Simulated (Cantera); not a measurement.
## Catalytic combustion on Pt

An isothermal plug-flow reactor at 898 K and 1.01 bar (inlet), inlet velocity 0.22 m/s, active area per volume 220 1/m; feed CO : O2 : N2 = 0.023 : 0.016 : 0.79 (molar parts), equivalence ratio 0.72.

Cantera simulation using Deutschmann's 1995 Pt surface mechanism with GRI-Mech 3.0 gas chemistry; the numbers are that mechanism's predictions, not measurements. Catalytic surfaces can have several steady states; this one follows from the mechanism file's or the stated starting coverage. Mass transfer to the wall is taken as infinitely fast.

| z (m) | x CO | x O2 | x H2O | x CO2 | θ free Pt | θ O* | θ CO* |
|---|---|---|---|---|---|---|---|
| 0.00011 | 0.0249 | 0.0179 | <1e-12 | 0.00287 | 0.288 | 0.00238 | 0.709 |
| 0.00021 | 0.0223 | 0.0166 | <1e-12 | 0.00553 | 0.302 | 0.00246 | 0.696 |
| 0.0004 | 0.0171 | 0.0140 | <1e-12 | 0.0108 | 0.336 | 0.00272 | 0.661 |
| 0.00077 | 0.00549 | 0.00824 | <1e-12 | 0.0226 | 0.515 | 0.00517 | 0.479 |
| 0.0015 | 5.16e-9 | 0.00550 | <1e-12 | 0.0281 | 0.224 | 0.776 | 7.02e-9 |
| 0.0029 | <1e-12 | 0.00550 | <1e-12 | 0.0281 | 0.224 | 0.776 | <1e-12 |
| 0.0055 | <1e-12 | 0.00550 | <1e-12 | 0.0281 | 0.224 | 0.776 | <1e-12 |
| 0.011 | <1e-12 | 0.00550 | <1e-12 | 0.0281 | 0.224 | 0.776 | <1e-12 |
x: gas mole fraction; θ: surface coverage.
